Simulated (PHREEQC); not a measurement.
A solution holds 2.1 mmol/kgw H2SO4, 0.047 mmol/kgw Na2B4O7 and 0.00032 mmol/kgw H4SiO4, at 25 °C. It is in equilibrium with CO2 at log p = -2 (atm). Otherwise closed; pH follows from the charge balance.

Model: ion-association model, wateq4f.dat, run in PHREEQC.

Task: The ionic strength comes out as 0.00542 mol/kgw. What activity coefficients do Na+, SO4-2, H+, HSO4- get?

Result: Na+ 0.92, SO4-2 0.73, H+ 0.93, HSO4- 0.92.

Precipitation was switched off in this run.
